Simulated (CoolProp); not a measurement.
Vapour-liquid equilibrium of CH2F2 (R32) (1) + dimethyl ether (2) at 0.0343 bar; x and y are mole fractions of (1).

Values from CoolProp's multi-fluid Helmholtz-energy mixture model, Tillner-Roth 1997 and Wu 2011; pair parameters Bell 2016.

```json
[
 {"x": "0.05", "bubble temperature, mixture model (K)": "189.1", "bubble temperature, Raoult's law (K)": "189.0", "y, mixture model": "0.191", "y, Raoult's law": "0.202"},
 {"x": "0.15", "bubble temperature, mixture model (K)": "185.6", "bubble temperature, Raoult's law (K)": "185.5", "y, mixture model": "0.467", "y, Raoult's law": "0.466"},
 {"x": "0.25", "bubble temperature, mixture model (K)": "182.5", "bubble temperature, Raoult's law (K)": "182.8", "y, mixture model": "0.641", "y, Raoult's law": "0.628"},
 {"x": "0.35", "bubble temperature, mixture model (K)": "180.1", "bubble temperature, Raoult's law (K)": "180.6", "y, mixture model": "0.753", "y, Raoult's law": "0.736"},
 {"x": "0.45", "bubble temperature, mixture model (K)": "178.1", "bubble temperature, Raoult's law (K)": "178.7", "y, mixture model": "0.826", "y, Raoult's law": "0.812"},
 {"x": "0.55", "bubble temperature, mixture model (K)": "176.5", "bubble temperature, Raoult's law (K)": "177.1", "y, mixture model": "0.877", "y, Raoult's law": "0.867"},
 {"x": "0.65", "bubble temperature, mixture model (K)": "175.2", "bubble temperature, Raoult's law (K)": "175.8", "y, mixture model": "0.913", "y, Raoult's law": "0.910"},
 {"x": "0.75", "bubble temperature, mixture model (K)": "174.2", "bubble temperature, Raoult's law (K)": "174.5", "y, mixture model": "0.942", "y, Raoult's law": "0.943"},
 {"x": "0.85", "bubble temperature, mixture model (K)": "173.3", "bubble temperature, Raoult's law (K)": "173.4", "y, mixture model": "0.966", "y, Raoult's law": "0.969"},
 {"x": "0.95", "bubble temperature, mixture model (K)": "172.4", "bubble temperature, Raoult's law (K)": "172.4", "y, mixture model": "0.988", "y, Raoult's law": "0.991"}
]
```

The largest gap from Raoult's law is -0.6 K in bubble temperature, at x = 0.55. No azeotrope shows between x = 0.05 and 0.95.

The pair parameters rest on a limited set of measurements; away from them the model extrapolates. The gap from Raoult's law changes sign with composition, which may be real or a fault of the pair parameters; it wasn't checked against measurements.
